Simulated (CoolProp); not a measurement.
Model: reference Helmholtz-energy equation of state, Gao 2016, in CoolProp.

### Question
For sulfur dioxide, give the phase and the density (kg/m³), Joule-Thomson coefficient (K/MPa), isothermal compressibility (1/MPa) at 160.25 °C and 2.96 MPa; 160.25 °C and 8.87 MPa.

### Answer
- 160.25 °C and 2.96 MPa: gas; density 61.2, Joule-Thomson coefficient 12.3, isothermal compressibility 0.400
- 160.25 °C and 8.87 MPa: supercritical; density 729, Joule-Thomson coefficient 3.57, isothermal compressibility 0.155
